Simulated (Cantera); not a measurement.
Thermodynamics of silicon nitride deposition, feed SiHCl3 + N2 + H2

Input: 1 mol SiHCl3, 1.7 mol N2, 4.1 mol H2, at 850 °C.

Equilibrium computed with Cantera from the NASA thermochemical tables; the gas is ideal and each condensed phase is pure. Candidate condensed phases: NH4Cl, Si, Si3N4; 28 gas species. N2 is the only nitrogen source here; it is nearly inert below about 1500 K, so the nitride shown seldom forms there in practice. The tables' values for SiCl3 are old estimates; treat these amounts as uncertain. The numbers say what is thermodynamically allowed, not how fast it happens.

```csv
P (Pa),x H2,x HCl,x N2,x SiCl4,x SiCl2,x SiCl3,x SiHCl3,n Si3N4(s)
5,0.445,0.398,0.150,0.00321,0.00333,0.000928,6.17e-5,0.315
36,0.449,0.394,0.150,0.00586,0.000867,0.000640,0.000115,0.316
260,0.456,0.381,0.152,0.00957,0.000212,0.000404,0.000196,0.309
1900,0.466,0.363,0.156,0.0144,4.93e-5,0.000239,0.000317,0.298
14000,0.479,0.341,0.160,0.0202,1.10e-5,0.000134,0.000487,0.284
100000,0.493,0.316,0.164,0.0266,2.42e-6,7.20e-5,0.000712,0.269
```
x: gas mole fraction; n: condensed amount in mol.

From 5.00 Pa to 100000 Pa the condensed part is Si3N4(s). The main Si-bearing gas is SiCl2 at 5.00 Pa and SiCl4 at 100000 Pa. The share of Si in condensed phases is highest at 36.0 Pa (94.7 %) and lowest at 100000 Pa (80.6 %).
